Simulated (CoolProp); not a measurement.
A single-stage vapour-compression cycle with hydrogen chloride: evaporating at 240.15 K (dew point), condensing at 292.15 K (bubble point), superheat 8 K, subcooling 5 K, compressor efficiency 0.75, no pressure losses. Each further row changes one setting.

Model: reference Helmholtz-energy equation of state, Thol 2018, in CoolProp.

| case | cooling COP | pressure ratio | discharge temperature (K) | refrigerating effect (kJ/kg) | volumetric capacity (kJ/m³) |
|---|---|---|---|---|---|
| as stated | 2.49 | 4.23 | 403.4 | 294 | 5740 |
| evaporating temperature 245.15 K | 2.88 | ___ | 388.5 | ___ | ___ |
| condensing temperature 287.15 K | ___ | 3.76 | 387.8 | 305 | 5950 |
| subcooling 10 K | ___ | 4.23 | 403.4 | 305 | 5950 |
| superheat 18 K | 2.43 | 4.23 | ___ | 305 | 5610 |
| compressor efficiency 0.65 | 2.16 | 4.23 | ___ | 294 | 5740 |

Q: Some entries are withheld; supply them.

A: 
- evaporating temperature 245.15 K, pressure ratio: 3.59
- evaporating temperature 245.15 K, refrigerating effect (kJ/kg): 295
- evaporating temperature 245.15 K, volumetric capacity (kJ/m³): 6760
- condensing temperature 287.15 K, cooling COP: 2.86
- subcooling 10 K, cooling COP: 2.58
- superheat 18 K, discharge temperature (K): 422.5
- compressor efficiency 0.65, discharge temperature (K): 422.7
